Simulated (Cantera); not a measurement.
Silicon nitride deposition: SiH₄ + NH₃

Feed: 1 mol SiH₄, 0.33 mol NH₃, at 1150 K and 9.40 mbar.

Method: chemical equilibrium by Gibbs-energy minimisation in Cantera with the NASA 1993 tables (ideal gas, pure condensed phases). Candidate condensed phases: Si, Si₃N₄; 18 gas species. Mutual solubility and eutectic melting of coexisting phases are not modelled. The numbers say what is thermodynamically allowed, not how fast it happens.

```
Quantity         Result
-----------  ----------
x(H₂)             1.000
n(Si(s))      0.753 mol
n(Si₃N₄(s))  0.0825 mol
gas amount    2.495 mol
```
